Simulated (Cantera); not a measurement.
Charge: 1 mol ZrN, 0.4 mol N2, equilibrated at 2848 K.

Cantera equilibrium calculation (NASA polynomials, part measured and part estimated; ideal gas, pure solids and liquids). Candidate condensed phases: Zr, ZrN; 4 gas species. ZrN: taken at fixed stoichiometry. Rates play no part.

Problem. Which condensed phases are stable at each of these points (P (Pa)): 1, 7.20, 52, 370, 2700, 19000, 140000, 1000000?

Solution. 
```tsv
P (Pa)	condensed phases	Zr condensed (%)
1	gas only	0.0
7.20	gas only	0.0
52	ZrN(s)	95.3
370	ZrN(s)	99.8
2700	ZrN(s)	100.0
19000	ZrN(s)	100.0
140000	ZrN(s)	100.0
1000000	ZrN(s)	100.0
```

From 0.00750 Torr to 0.0540 Torr nothing is condensed. From 0.390 Torr to 7500 Torr the condensed part is ZrN(s).
